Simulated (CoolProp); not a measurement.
Vapour-liquid equilibrium of carbon dioxide (1) + propylene (2) at 252.8 K; x and y are mole fractions of (1).

The numbers come from the multi-fluid Helmholtz-energy mixture model, Span 1996 and Lemmon 2013; pair parameters Bell 2016 in CoolProp.

| x | bubble pressure, mixture model (MPa) | bubble pressure, Raoult's law (MPa) | y, mixture model | y, Raoult's law |
|---|---|---|---|---|
| 0.05 | 0.4433 | 0.3842 | 0.329 | 0.254 |
| 0.2 | 0.8178 | 0.6312 | 0.662 | 0.617 |
| 0.35 | 1.111 | 0.8782 | 0.774 | 0.777 |
| 0.5 | 1.337 | 1.125 | 0.834 | 0.866 |
| 0.65 | 1.525 | 1.372 | 0.878 | 0.923 |
| 0.8 | 1.702 | 1.619 | 0.922 | 0.963 |
| 0.95 | 1.885 | 1.866 | 0.977 | 0.992 |

The largest gap from Raoult's law is +29.6 % in bubble pressure, at x = 0.2. No azeotrope shows between x = 0.05 and 0.95.

Pair parameters are fitted to limited data, so mixtures are less certain than the pure fluids.
